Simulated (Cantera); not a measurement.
A perfectly stirred reactor is fed with H2 : O2 : N2 = 0.9 : 1 : 14 (molar parts), equivalence ratio 0.45, at 13300 Pa; it is held at 1100 K, and followed from long to short residence time.

Detailed kinetics in Cantera: the H2/O2 subset of GRI-Mech 3.0, which has no nitrogen chemistry. The temperature is held fixed by assumption; the heat of reaction is taken as removed at once.

**Question.** What does this change do: temperature 1100 to 998 K?

**Answer.** 
| quantity | before | after |
|---|---|---|
| x(H2) at τ = 1.50 s | 0.000183 | 0.000343 |
| x(O2) at τ = 1.50 s | 0.0356 | 0.0357 |
| x(HO2) at τ = 1.50 s | 1.82e-6 | 2.67e-6 |
| x(H) at τ = 1.50 s | 3.41e-5 | 2.56e-5 |
| x(H2O) at τ = 1.50 s | 0.0580 | 0.0579 |
| x(H2) at τ = 44.0 ms | 0.00160 | 0.00262 |
| x(O2) at τ = 44.0 ms | 0.0361 | 0.0368 |
| x(HO2) at τ = 44.0 ms | 3.32e-6 | 4.41e-6 |
| x(H) at τ = 44.0 ms | 0.00106 | 0.000790 |
| x(H2O) at τ = 44.0 ms | 0.0558 | 0.0550 |
Radical loss at walls, strong at low pressure, is not modelled.
